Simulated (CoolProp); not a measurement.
Vapour-liquid equilibrium of isobutene (1) + n-butane (2) at 0.809 bar; x and y are mole fractions of (1).

Values from CoolProp's multi-fluid Helmholtz-energy mixture model, Lemmon 2005 and Bücker 2006; pair parameters Bell 2016.

**Question.** Give the bubble temperature and the first vapour's composition at x = 0.2, 0.35, 0.95. Is there an azeotrope?

**Answer.** x = 0.2: -8.0 °C, y = 0.249; x = 0.35: -9.1 °C, y = 0.411; x = 0.95: -12.4 °C, y = 0.959. No azeotrope shows between x = 0.05 and 0.95.

The pair parameters rest on a limited set of measurements; away from them the model extrapolates.
